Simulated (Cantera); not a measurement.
Input: 1 mol MgO, 1.6 mol SO3, 3.4 mol H2O, at 950 K and 13.3 mbar.

Method: chemical equilibrium by Gibbs-energy minimisation in Cantera with the NASA 1993 tables (ideal gas, pure condensed phases). Candidate condensed phases: H2O, H2SO4, Mg, MgO, Mg(OH)2, MgS, MgSO4, S; 26 gas species. Equilibrium is a limit: real reactors are often held back by kinetics, nucleation or transport.

Base state: H2O 0.796, SO2 0.128, O2 0.0639, SO3 0.0125 (mole fractions); condensed: MgSO4(s).

Problem. What changes in the equilibrium state with this change: SO3 from 1.6 to 1.2 mol?

Solution. 
```json
[
 {"species": "H2O", "before": "0.796", "after": "0.920"},
 {"species": "SO2", "before": "0.128", "after": "0.0510"},
 {"species": "O2", "before": "0.0639", "after": "0.0255"},
 {"species": "SO3", "before": "0.0125", "after": "0.00315"},
 {"species": "MgSO4(s), mol", "before": "1.00", "after": "1.00"}
]
```

Problem. What changes in the equilibrium state with this change: pressure from 13.3 mbar to 8.40 bar?

Solution. 
| species | before | after |
|---|---|---|
| H2O | 0.796 | 0.826 |
| SO3 | 0.0125 | 0.0875 |
| SO2 | 0.128 | 0.0545 |
| O2 | 0.0639 | 0.0273 |
| H2SO4 | 1.01e-6 | 0.00460 |
| MgSO4(s), mol | 1.00 | 1.00 |
